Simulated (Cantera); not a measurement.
Charge: 1 mol Si, 1.1 mol O2, 100 mol H2, 1.4 mol Cl2, held at 10.0 mbar.

Cantera equilibrium calculation (NASA polynomials, part measured and part estimated; ideal gas, pure solids and liquids). Candidate condensed phases: H2O, Si, SiO2; 30 gas species. Kinetics and transport are ignored.

Q: At 1000 K, list the 3 most abundant gas species with their mole fractions, and the condensed phases.

A: H2 0.970, HCl 0.0276, H2O 0.00197. Condensed: SiO2(β-quartz).
